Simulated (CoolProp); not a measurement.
Vapour-liquid equilibrium of CH2F2 (R32) (1) + propane (2) at 0.482 MPa; x and y are mole fractions of (1).

Values from CoolProp's multi-fluid Helmholtz-energy mixture model, Tillner-Roth 1997 and Lemmon 2009; pair parameters Bell 2016.

| x | bubble temperature, mixture model (K) | bubble temperature, Raoult's law (K) | y, mixture model | y, Raoult's law |
|---|---|---|---|---|
| 0.05 | 263.1 | 272.5 | 0.291 | 0.083 |
| 0.125 | 254.9 | 270.9 | 0.483 | 0.196 |
| 0.2 | 251.3 | 269.4 | 0.561 | 0.299 |
| 0.275 | 249.8 | 268.0 | 0.596 | 0.392 |
| 0.35 | 249.1 | 266.7 | 0.612 | 0.477 |
| 0.425 | 248.9 | 265.4 | 0.619 | 0.556 |
| 0.5 | 248.9 | 264.3 | 0.621 | 0.628 |
| 0.575 | 248.9 | 263.2 | 0.623 | 0.695 |
| 0.65 | 248.9 | 262.1 | 0.626 | 0.758 |
| 0.725 | 248.9 | 261.1 | 0.634 | 0.816 |
| 0.8 | 249.3 | 260.2 | 0.656 | 0.870 |
| 0.875 | 250.4 | 259.2 | 0.707 | 0.921 |
| 0.95 | 253.5 | 258.4 | 0.830 | 0.970 |

The largest gap from Raoult's law is -18.2 K in bubble temperature, at x = 0.275. y crosses x between x = 0.575 and 0.65: the model has an azeotrope there.

Pair parameters are fitted to limited data, so mixtures are less certain than the pure fluids. With so large a gap from Raoult's law the liquid may split in two, which this calculation doesn't test in full.
